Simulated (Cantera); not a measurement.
An isothermal, constant-pressure homogeneous reactor starts with 87.7 % N2O, 12.3 % H2O, at 1400 K and 1330 Pa.

Computed with Cantera and GRI-Mech 3.0 (53 species, 325 reactions). GRI-Mech 3.0 was tuned for natural gas; its chemistry of N2O as a main component is partial and can be far from experiment. Radical loss at walls, strong at low pressure, is not modelled. The temperature is held fixed by assumption; the heat of reaction is taken as removed at once.

x: mole fraction; the columns are a selection and need not sum to one.

```json
[
 {"t (s)": "2.00e-5", "x N2O": "0.877", "x H2O": "0.123", "x O": "2.84e-6", "x OH": "4.81e-8", "x NO": "4.10e-8", "x H": "<1e-12", "x HO2": "3.36e-11"},
 {"t (s)": "6.02e-5", "x N2O": "0.877", "x H2O": "0.123", "x O": "7.85e-6", "x OH": "4.10e-7", "x NO": "3.50e-7", "x H": "3.88e-11", "x HO2": "8.71e-10"},
 {"t (s)": "0.000181", "x N2O": "0.877", "x H2O": "0.123", "x O": "1.85e-5", "x OH": "3.14e-6", "x NO": "2.69e-6", "x H": "1.17e-9", "x HO2": "2.08e-8"},
 {"t (s)": "0.000545", "x N2O": "0.877", "x H2O": "0.123", "x O": "3.05e-5", "x OH": "1.85e-5", "x NO": "1.61e-5", "x H": "1.42e-8", "x HO2": "3.99e-7"},
 {"t (s)": "0.00164", "x N2O": "0.877", "x H2O": "0.123", "x O": "3.31e-5", "x OH": "7.11e-5", "x NO": "6.69e-5", "x H": "6.53e-8", "x HO2": "4.78e-6"},
 {"t (s)": "0.00494", "x N2O": "0.875", "x H2O": "0.123", "x O": "3.35e-5", "x OH": "0.000165", "x NO": "0.000221", "x H": "1.64e-7", "x HO2": "2.04e-5"},
 {"t (s)": "0.0149", "x N2O": "0.871", "x H2O": "0.122", "x O": "3.40e-5", "x OH": "0.000206", "x NO": "0.000676", "x H": "2.12e-7", "x HO2": "2.24e-5"},
 {"t (s)": "0.0447", "x N2O": "0.858", "x H2O": "0.122", "x O": "3.38e-5", "x OH": "0.000220", "x NO": "0.00198", "x H": "2.18e-7", "x HO2": "1.86e-5"},
 {"t (s)": "0.135", "x N2O": "0.822", "x H2O": "0.120", "x O": "3.29e-5", "x OH": "0.000233", "x NO": "0.00572", "x H": "2.07e-7", "x HO2": "1.36e-5"},
 {"t (s)": "0.405", "x N2O": "?", "x H2O": "0.116", "x O": "3.14e-5", "x OH": "0.000246", "x NO": "?", "x H": "2.02e-7", "x HO2": "?"},
 {"t (s)": "1.22", "x N2O": "0.511", "x H2O": "0.107", "x O": "2.95e-5", "x OH": "0.000248", "x NO": "0.0380", "x H": "2.25e-7", "x HO2": "2.97e-6"},
 {"t (s)": "3.67", "x N2O": "0.208", "x H2O": "0.0941", "x O": "2.69e-5", "x OH": "0.000232", "x NO": "0.0687", "x H": "3.14e-7", "x HO2": "6.82e-7"},
 {"t (s)": "11.0", "x N2O": "?", "x H2O": "0.0862", "x O": "?", "x OH": "?", "x NO": "0.0863", "x H": "?", "x HO2": "?"},
 {"t (s)": "33.2", "x N2O": "0.000145", "x H2O": "0.0853", "x O": "5.10e-6", "x OH": "9.75e-5", "x NO": "0.0877", "x H": "4.56e-8", "x HO2": "3.17e-8"},
 {"t (s)": "100", "x N2O": "1.32e-6", "x H2O": "0.0853", "x O": "4.23e-6", "x OH": "8.88e-5", "x NO": "0.0877", "x H": "3.46e-8", "x HO2": "3.33e-8"}
]
```

Problem. Some entries are withheld; supply them.

Solution. 
- 0.405, x N2O: 0.724
- 0.405, x NO: 0.0158
- 0.405, x HO2: 7.68e-6
- 11.0, x N2O: 0.0212
- 11.0, x O: 2.26e-5
- 11.0, x OH: 0.000206
- 11.0, x H: 3.94e-7
- 11.0, x HO2: 7.02e-8
